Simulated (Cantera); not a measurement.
**Thermodynamics of sublimation and decomposition of ceramics, feed Si3N4 + C + N2**

A closed system holds: 1 mol Si3N4, 0.0091 mol C, 0.063 mol N2, equilibrated at 2775 K and 0.133 bar.

Equilibrium computed with Cantera from the NASA thermochemical tables; the gas is ideal and each condensed phase is pure. Candidate condensed phases: C, Si, SiC, Si3N4; 20 gas species. The tables' values for SiN are old estimates; treat these amounts as uncertain. Rates play no part.

| Property | Result |
|---|---|
| x(N2) | 0.751 |
| x(Si) | 0.227 |
| x(Si2) | 0.00868 |
| x(SiN) | 0.00498 |
| x(Si2N) | 0.00372 |
| x(Si2C) | 0.00316 |
| x(Si3) | 0.00136 |
| x(SiC2) | 5.91e-5 |
| x(CN) | 4.26e-5 |
| n(Si(l)) | 2.27 mol |
| gas amount | 2.730 mol |
| log10 activity of C(graphite) (absent) | -1.65 |
